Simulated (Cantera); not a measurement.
A closed system holds: 1 mol CH₃SiCl₃, 60 mol H₂, equilibrated at 0.640 bar.

Cantera equilibrium calculation (NASA polynomials, part measured and part estimated; ideal gas, pure solids and liquids). Candidate condensed phases: C, C₆H₆, C₇H₈, C₈H₁₈, Si, SiC; 109 gas species. The feed counts by its element totals alone. Kinetics and transport are ignored. All values below are at 1850 K.

Base state: H₂ 0.952, HCl 0.0468, H 0.000657, SiCl₂ 0.000359, CH₄ 0.000212, C₂H₂ (acetylene) 7.75e-5, Cl 2.46e-5 (mole fractions); condensed: SiC(s).

Q: What changes in the equilibrium state with this change: pressure from 0.640 bar to 0.133 bar?

A: 
```
species             before     after
----------------  --------  --------
H₂                   0.952     0.951
HCl                 0.0468    0.0469
H                 0.000657   0.00144
CH₄               0.000212   5.50e-5
SiCl₂             0.000359  0.000289
Cl                 2.46e-5   5.40e-5
C₂H₂ (acetylene)   7.75e-5  0.000121
SiC(s), mol          0.977     0.981
```
